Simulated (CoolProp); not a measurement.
Aqueous propylene glycol as a coolant, 57 % by mass, freezing at -43.9 °C, 1 atm.

The numbers come from the Melinder's fits for secondary coolants in CoolProp.

```
T (°C)  conductivity (W/(m K))  viscosity (mPa s)  density (kg/m³)  Prandtl number
------  ----------------------  -----------------  ---------------  --------------
-40.6                    0.309               1010             1073           10300
-34.6                    0.311                514             1071            5220
-28.6                    0.314                274             1069            2790
-22.7                    0.316                155             1067            1580
-16.7                    0.319               91.0             1064             926
-10.7                    0.321               55.8             1061             568
-4.8                     0.323               35.9             1058             366
1.2                      0.326               23.8             1054             243
7.2                      0.328               16.4             1051             167
13.1                     0.330               11.8             1047             120
19.1                     0.333               8.64             1043            88.2
25.1                     0.335               6.54             1039            66.8
31                       0.337               5.10             1034            52.2
37                       0.340               4.06             1030            41.5
```
